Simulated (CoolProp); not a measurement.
R236EA along the isotherm 138.85 °C: fugacity coefficient from the reference equation and from simpler models built on Tc = 139.3 °C, pc = 3.414 MPa, ω = 0.368; each cubic takes its own stable root.

Model: reference Helmholtz-energy equation of state, Rui 2013, in CoolProp.

```tsv
p (MPa)	phase	reference	Redlich-Kwong	Peng-Robinson
0.667	gas	0.9333	0.9340	0.9270
1.33	gas	0.8682	0.8698	0.8570
2	gas	0.8032	0.8056	0.7882
2.67	gas	0.7375	0.7412	0.7203
4	liquid	0.5790	0.5901	0.5671
4.67	liquid	0.5126	0.5264	0.5038
5.33	liquid	0.4633	0.4788	0.4566
6	liquid	0.4244	0.4410	0.4190
```
